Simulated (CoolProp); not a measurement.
R407C at 293.15 K and 0.755 MPa flows at 17 m/s in a round tube of 50 mm bore and 0.25 µm roughness, fully developed (64/Re and Nu = 3.66 if laminar; Colebrook and Gnielinski if turbulent). Each further row changes one setting.

The numbers come from the reference Helmholtz-energy equation of state, Lemmon 2003 in CoolProp. It is a pseudo-pure fit of the blend.

```tsv
case	Reynolds number	Darcy friction factor	pressure drop (Pa/m)	heat-transfer coefficient (W/(m² K))	mass flow (kg/h)
as stated	2170000	0.0104	(withheld)	726	3740
velocity 34 m/s	4340000	0.00947	(withheld)	(withheld)	7490
diameter 100 mm	4340000	0.00933	(withheld)	649	(withheld)
```

**Question.** Fill in the missing entries.

**Answer.** 
- as stated, pressure drop (Pa/m): 939
- velocity 34 m/s, pressure drop (Pa/m): 3410
- velocity 34 m/s, heat-transfer coefficient (W/(m² K)): 1320
- diameter 100 mm, pressure drop (Pa/m): 420
- diameter 100 mm, mass flow (kg/h): 15000

Viscosity comes from a separate model (Geller 2000). Thermal conductivity comes from a separate model (Geller 2001).
